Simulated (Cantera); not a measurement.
Feed: 1 mol MgO, 0.74 mol SO2, 0.35 mol H2O, held at 673 K and 0.190 bar.

Cantera equilibrium calculation (NASA polynomials, part measured and part estimated; ideal gas, pure solids and liquids). Candidate condensed phases: H2O, H2SO4, Mg, MgO, Mg(OH)2, MgS, MgSO4, S; 26 gas species. Gases not in the tables: S3 to S7. Equilibrium is a limit: real reactors are often held back by kinetics, nucleation or transport.

Base state: H2O 0.647, H2S 0.282, S8 0.0285, S2 0.0219, SO2 0.0194, S2O 0.000385, H2 0.000177 (mole fractions); condensed: MgO(s) + MgSO4(s).

What changes in the equilibrium state with this change: temperature from 673 K to 1448 K?


| species | before | after |
|---|---|---|
| SO2 | 0.0194 | 0.679 |
| H2O | 0.647 | 0.321 |
| H2 | 0.000177 | 0.000118 |
| H2S | 0.282 | 6.71e-9 |
| S8 | 0.0285 | <1e-9 |
| S2 | 0.0219 | <1e-9 |
| S2O | 0.000385 | 4.01e-9 |
| SO3 | <1e-9 | 8.39e-5 |
| O2 | <1e-9 | 3.32e-5 |
| OH | <1e-9 | 1.49e-5 |
| SO | 4.37e-9 | 3.98e-5 |
| MgO(s), mol | 0.476 | 1.00 |
| MgSO4(s), mol | 0.524 | 0 |

What changes in the equilibrium state with this change: SO2 from 0.74 to 2.8 mol?


| species | before | after |
|---|---|---|
| SO2 | 0.0194 | 0.748 |
| H2O | 0.647 | 0.187 |
| S8 | 0.0285 | 0.0274 |
| H2S | 0.282 | 0.0130 |
| S2 | 0.0219 | 0.0217 |
| H2 | 0.000177 | 8.19e-6 |
| S2O | 0.000385 | 0.00238 |
| MgO(s), mol | 0.476 | 0 |
| MgSO4(s), mol | 0.524 | 1.00 |

What changes in the equilibrium state with this change: temperature from 673 K to 1623.15 K?


```json
[
 {"species": "SO2", "before": "0.0194", "after": "0.678"},
 {"species": "H2O", "before": "0.647", "after": "0.321"},
 {"species": "H2", "before": "0.000177", "after": "0.000410"},
 {"species": "H2S", "before": "0.282", "after": "3.62e-8"},
 {"species": "S8", "before": "0.0285", "after": "<1e-9"},
 {"species": "S2", "before": "0.0219", "after": "9.37e-9"},
 {"species": "O2", "before": "<1e-9", "after": "0.000242"},
 {"species": "OH", "before": "<1e-9", "after": "0.000105"},
 {"species": "SO3", "before": "<1e-9", "after": "9.63e-5"},
 {"species": "MgO(s), mol", "before": "0.476", "after": "1.00"},
 {"species": "MgSO4(s), mol", "before": "0.524", "after": "0"}
]
```
